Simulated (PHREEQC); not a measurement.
A solution holds 0.25 mol/kgw CdCl2, 0.01 mol/kgw CuCl2, 0.064 mol/kgw NaF and 6.1e-05 mol/kgw NaCl, at 25 °C. Closed to the air; pH follows from the charge balance.

Computed with PHREEQC (ion-association model, wateq4f.dat).

```
Property                   Value
-----------------  -------------
pH                          5.56
ionic strength     0.318 mol/kgw
activity of water          0.990
```

```
species  molality  activity   log γ
-------  --------  --------  ------
Cl-         0.221     0.149  -0.170
CdCl+       0.147     0.108  -0.135
Na+        0.0631    0.0456  -0.141
CdCl2      0.0624    0.0672   0.032
F-         0.0556    0.0372  -0.175
Cd+2       0.0263   0.00758  -0.541
CdCl3-    0.00864   0.00632  -0.135
Cu+2      0.00683   0.00195  -0.545
CdF+      0.00485   0.00355  -0.135
CuF+      0.00180   0.00132  -0.135
CuCl+     0.00114  0.000783  -0.165
NaF      0.000908  0.000977   0.032
```

Precipitation was switched off in this run. Examples of supersaturated solids here: Atacamite, Tenorite (slow to form). Others may be too.
